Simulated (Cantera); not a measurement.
Predominance diagram of Mg at 1250 K against the partial pressures of O2 and F2 (log10, bar). Standard-state values (1 bar) from the NASA 1993 polynomials, evaluated with Cantera. Candidates: Mg(l), MgF2(s), MgO(s). Only these pure phases compete in this equilibrium. Not in the tables: oxide halides.

Task: Which phase is stable at these pairs, and which metal-bearing vapour leads over it? (-18.2, -6.2); (-11.2, -13.4); (1, 1); (-25.2, -20.6); (-0.8, -15.8); (-20, -13.4); (-7.8, -8.6)

Result: 
```csv
log p(O2),log p(F2),phase,chief vapour,log p (bar)
-18.2,-6.2,MgF2(s),MgF2,-6.9
-11.2,-13.4,MgF2(s),MgF2,-6.9
1,1,MgF2(s),MgF2,-6.9
-25.2,-20.6,MgF2(s),MgF2,-6.9
-0.8,-15.8,MgF2(s),MgF2,-6.9
-20,-13.4,MgF2(s),MgF2,-6.9
-7.8,-8.6,MgF2(s),MgF2,-6.9
```
